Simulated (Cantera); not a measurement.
Mixture: 11.2 % CH4, 18.7 % O2, 70.1 % N2, at 1.00 bar, adiabatic and at constant volume. Ignition delay is the time to a rise of 400 K.

Detailed kinetics in Cantera: GRI-Mech 3.0 (53 species, 325 reactions).

### Question
Predict: delay at 1225 K; delay at 1375 K; delay at 1525 K; delay at 1675 K; apparent activation energy between 1600 and 1750 K.

### Answer
```json
{
 "delay at 1225 K": "33.6 ms",
 "delay at 1375 K": "4.77 ms",
 "delay at 1525 K": "0.924 ms",
 "delay at 1675 K": "0.251 ms",
 "apparent activation energy between 1600 and 1750 K": "180 kJ/mol"
}
```
